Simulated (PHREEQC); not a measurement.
PHREEQC input (ion-association model, wateq4f.dat):

```
SOLUTION_MASTER_SPECIES
  An  An-  0  An  62.0  # stands for a non-complexing anion
SOLUTION_SPECIES
  An- = An-
    -log_k 0
    -gamma 3.0 0
PHASES
  Fix_H+
    H+ = H+
    -log_k 0
SOLUTION 1
  temp 25
  units mmol/kgw
  pH 7 charge
  Cl 3.04
  Ni 1.2
  Cu(2) 0.32
  B 0.0054
  Na 300
  An 300
END
SELECTED_OUTPUT 1
  -reset false
  -pH true
  -pe true
  -ionic_strength true
  -water true
  -totals B Cl Cu Na Ni Cu(1) Cu(2)
  -molalities Hfo_wOH Hfo_wOH2+ Hfo_wO- Hfo_sOH Hfo_sOH2+ Hfo_sO- Hfo_wH2BO3 Hfo_sONi+ Hfo_wONi+ Hfo_sOCu+
    Hfo_wOCu+
  -saturation_indices Cu(OH)2 Atacamite Ni(OH)2 Halite
USER_PUNCH 1
  -headings sigma psi
  10 PUNCH EDL("sigma", "Hfo"), EDL("psi", "Hfo")
PRINT
  -reset false
USE solution 1
SURFACE 1
  Hfo_wOH 0.000629213 600 0.28
  Hfo_sOH 1.57303e-05
EQUILIBRIUM_PHASES 1
  Fix_H+ -4 HAn 10
    -force_equality true
  O2(g) -0.68 10
END
# ... the last block is repeated for the other 16 points of pH, with NaOH or the acid as the point needs
```

Selected output (columns that matter, 17 of 17 rows; pH added in front):

```
pH	mu	B	Cu	Na	Ni	m_Hfo_wOH	m_Hfo_wOH2+	m_Hfo_wO-	si_Cu(OH)2	si_Atacamite	si_Ni(OH)2	si_Halite	sigma	psi
4	0.30497	5.3991e-06	0.00031492	0.3	0.0012	3.5925e-05	0.00059214	4.9931e-08	-4.6913	-6.1234	-6.2699	-4.9305	0.34936	0.12263
4.5	0.30481	5.3979e-06	0.00029898	0.3	0.0011998	8.6259e-05	0.00053322	3.1967e-07	-3.7138	-4.6684	-5.2699	-4.9305	0.3202	0.11825
5	0.30458	5.3961e-06	0.00024596	0.3	0.0011996	0.00015864	0.00040967	1.4073e-06	-2.7987	-3.338	-4.27	-4.9304	0.27758	0.11109
5.5	0.30419	5.3947e-06	0.00012917	0.3	0.0011983	0.00021595	0.00023162	4.6126e-06	-2.0789	-2.3984	-3.2704	-4.9303	0.24104	0.10409
6	0.30408	5.394e-06	4.3461e-05	0.30019	0.001193	0.00024453	0.00010354	1.323e-05	-1.5556	-1.8518	-2.2723	-4.9299	0.21474	0.098389
6.5	0.30405	5.3941e-06	1.363e-05	0.30033	0.001175	0.00024049	3.9268e-05	3.3741e-05	-1.0845	-1.4095	-1.2789	-4.9297	0.1935	0.093292
7	0.30402	5.3955e-06	7.6142e-06	0.30044	0.0011358	0.00018511	1.0848e-05	7.2361e-05	-0.5125	-0.7655	-0.2938	-4.9295	0.18096	0.09004
7.5	0.30397	5.3975e-06	1.612e-05	0.30056	0.0010847	0.00010445	2.0961e-06	0.00011924	0.1927	0.1449	0.6857	-4.9293	0.17344	0.087995
8	0.30391	5.3988e-06	6.6091e-05	0.30073	0.0010165	4.9972e-05	3.6384e-07	0.00015723	0.8773	1.0141	1.6558	-4.9291	0.1611	0.084463
8.5	0.3038	5.3995e-06	0.00018391	0.30101	0.00090185	2.3672e-05	6.8666e-08	0.00018696	1.3325	1.4246	2.5978	-4.9286	0.14206	0.07853
9	0.30368	5.3998e-06	0.00028627	0.3013	0.00080453	9.9005e-06	1.091e-08	0.00020582	1.5266	1.3128	3.5231	-4.9281	0.12829	0.073817
9.5	0.30353	5.3999e-06	0.00031461	0.30171	0.00078269	3.8871e-06	1.5852e-09	0.00021836	1.5679	0.8955	4.3847	-4.9274	0.11735	0.069777
10	0.30335	5.3999e-06	0.00031841	0.30265	0.00080329	2.2193e-06	4.6161e-10	0.00024442	1.5729	0.4057	4.8976	-4.9259	0.088367	0.057496
10.5	0.30374	5.3999e-06	0.00031876	0.3036	0.00084108	2.1032e-06	3.5851e-10	0.00028267	1.5726	-0.0949	4.962	-4.9246	0.044489	0.033032
11	0.30503	5.3999e-06	0.00031834	0.30502	0.00087914	2.5968e-06	4.8303e-10	0.00031982	1.5694	-0.6014	4.7815	-4.9229	0.0015267	0.0012106
11.5	0.30852	5.3999e-06	0.00031703	0.30856	0.00092352	3.744e-06	8.8776e-10	0.00036172	1.5583	-1.1243	4.4489	-4.9187	-0.047279	-0.034604
12	0.31894	5.3999e-06	0.00031482	0.31903	0.00099163	5.6097e-06	1.6933e-09	0.00042575	1.5163	-1.7097	4.0369	-4.9066	-0.12192	-0.070383
```

Along this series the solution becomes supersaturated in solids that the run did not let form, among them Cu(OH)2, Atacamite, Ni(OH)2. The database's constant for dissolved Cu(OH)2 is higher than later reviews accept.
